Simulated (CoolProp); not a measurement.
Saturation properties of toluene (Tc = 591.7 K, pc = 41.26 bar, ω = 0.266).

The numbers come from the reference Helmholtz-energy equation of state, Lemmon 2006 in CoolProp. It is a short technical equation, of lower accuracy than the large ones.

```csv
T (K),p (bar),liquid density (kg/m³),vapour viscosity (µPa s)
399.5,1.553,762.7,…
404.2,1.751,757.7,9.23
408.9,1.968,752.7,9.33
413.6,2.205,…,9.44
418.2,…,742.5,9.53
422.9,2.738,737.3,9.64
427.6,3.042,…,9.74
432.2,3.365,726.7,9.84
436.9,3.720,721.3,9.94
441.6,4.103,…,…
446.2,4.507,710.3,10.2
```

Question: Fill in the missing entries.

Answer: 
- 399.5, vapour viscosity (µPa s): 9.13
- 413.6, liquid density (kg/m³): 747.5
- 418.2, p (bar): 2.458
- 427.6, liquid density (kg/m³): 732.0
- 441.6, liquid density (kg/m³): 715.7
- 441.6, vapour viscosity (µPa s): 10.1

It boils at 383.7 K under 1 atm.

Viscosity comes from a separate model (Avgeri 2015).
